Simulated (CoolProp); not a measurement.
Vapour-liquid equilibrium of fluoroethane (R161) (1) + R227EA (2) at 256.6 K; x and y are mole fractions of (1).

The numbers come from the multi-fluid Helmholtz-energy mixture model, Wu 2012 and Lemmon 2016; pair parameters Bell 2016 in CoolProp.

```csv
x,"bubble pressure, mixture model (MPa)","bubble pressure, Raoult's law (MPa)","y, mixture model","y, Raoult's law"
0.05,0.1013,0.1076,0.060,0.113
0.2,0.1095,0.1290,0.292,0.377
0.35,0.1269,0.1504,0.531,0.566
0.5,0.1510,0.1719,0.717,0.708
0.65,0.1785,0.1933,0.843,0.818
0.8,0.2066,0.2148,0.926,0.906
0.95,0.2342,0.2362,0.984,0.979
```

The largest gap from Raoult's law is -15.6 % in bubble pressure, at x = 0.35. No azeotrope shows between x = 0.05 and 0.95.

Pair parameters are fitted to limited data, so mixtures are less certain than the pure fluids.
